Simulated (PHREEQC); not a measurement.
A solution holds 0.095 mol CuSO4, 4.2e-05 mol H2SO4 and 4.7e-05 mol H3BO3 per kg of water, at 25 °C. Closed to the air; pH follows from the charge balance.

Computed with PHREEQC (ion-association model, phreeqc.dat).

The ionic strength comes out as 0.197 mol/kgw. What activity coefficients do CuOH+, Cu+2, H+, SO4-2, Cu2(OH)2+2 get?

CuOH+ 0.72, Cu+2 0.33, H+ 0.80, SO4-2 0.29, Cu2(OH)2+2 0.31.

This is a speciation only: nothing precipitates in the calculation. Complexes and solids missing from the database can't appear.
